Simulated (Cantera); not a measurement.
Charge: 1 mol CS2, 0.063 mol H2O, 3.4 mol O2, held at 2598.15 K and 1330 Pa.

Cantera equilibrium calculation (NASA polynomials, part measured and part estimated; ideal gas, pure solids and liquids). Candidate condensed phases: C, C6H6, C7H8, C8H18, H2O, H2SO4, S; 123 gas species. Equilibrium is a limit: real reactors are often held back by kinetics, nucleation or transport.

Question: What is the equilibrium state?

Answer: 
| Item | Result |
|---|---|
| x(SO2) | 0.398 |
| x(O2) | 0.168 |
| x(CO) | 0.136 |
| x(CO2) | 0.106 |
| x(O) | 0.0820 |
| x(SO) | 0.0809 |
| x(OH) | 0.0110 |
| x(H) | 0.00946 |
| x(H2O) | 0.00414 |
| gas amount | 4.141 mol |
| log10 activity of S(l) (absent) | -4.89 |
| log10 activity of C(graphite) (absent) | -8.16 |
